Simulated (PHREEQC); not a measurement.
Consider water at 25 °C with 0.99 mmol/kgw HF, 1.8 mmol/kgw NaF and 0.11 mmol/kgw (NH4)2SiF6. Closed to the air; pH follows from the charge balance.

The numbers come from PHREEQC with the ion-association model, phreeqc.dat.

Each row changes one thing in this solution. No solid was allowed to form.

```tsv
case	pH	ionic strength (mol/kgw)	F- (mol/kgw)	HF (mol/kgw)	SiF6-2 (mol/kgw)	H4SiO4 (mol/kgw)	SI of Quartz (SiO2)
as made	3.54	0.00238	0.00220	0.000896	5.61e-5	5.39e-5	-0.29
HF from 0.00099 to 0.00109 mol/kgw	3.52	0.00240	0.00220	0.000951	6.27e-5	4.73e-5	-0.34
(NH4)2SiF6 from 0.00011 to 0.00055 mol/kgw	[?]	0.00368	0.00240	0.00114	0.000421	0.000129	+0.09
HF replaced by NaBF4 at the same molality	[?]	0.00352	0.00276	0.00149	0.000102	7.91e-6	-1.12
NaF from 0.0018 to 0.00036 mol/kgw	[?]	0.00114	0.00109	0.000820	1.61e-5	9.39e-5	-0.05
0.0003 mol/kgw H3PO4 added	3.43	0.00248	0.00198	0.00105	6.72e-5	4.28e-5	[?]
temperature from 25 to 40 °C	3.59	0.00231	0.00224	0.00108	1.82e-5	9.17e-5	-0.27
temperature from 25 to 60 °C	[?]	0.00223	0.00221	0.00120	1.43e-6	0.000109	-0.44
(NH4)2SiF6 from 0.00011 to 0.0011 mol/kgw	3.44	0.00532	0.00251	0.00126	0.000932	0.000168	+0.21
```

**Question.** Fill in the missing entries.

**Answer.** 
- (NH4)2SiF6 from 0.00011 to 0.00055 mol/kgw, pH: 3.47
- HF replaced by NaBF4 at the same molality, pH: 3.42
- NaF from 0.0018 to 0.00036 mol/kgw, pH: 3.28
- 0.0003 mol/kgw H3PO4 added, SI of Quartz (SiO2): -0.39
- temperature from 25 to 60 °C, pH: 3.71

Complexes and solids missing from the database can't appear. Some of these states are supersaturated (in Quartz (slow to form), for instance). At this temperature some constants are extrapolated from 25 °C, and those without enthalpy data are left unchanged. SiF6-2 is the database's only silicon fluoride. Real BF4- forms and hydrolyses slowly; the run takes it at equilibrium.
